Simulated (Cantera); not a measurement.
Feed: 1 mol HMDSO, 8.2 mol O₃, held at 300 Torr.

Method: chemical equilibrium by Gibbs-energy minimisation in Cantera with the NASA 1993 tables (ideal gas, pure condensed phases). Candidate condensed phases: C, C₆H₆, C₇H₈, C₈H₁₈, H₂O, Si, SiC, SiO₂; 123 gas species. The feed counts by its element totals alone. Rates play no part.

Question: At 898 K, list the 3 most abundant gas species with their mole fractions, and the condensed phases.

Answer: H₂O 0.588, CO₂ 0.392, O₂ 0.0196. Condensed: SiO₂(β-quartz).
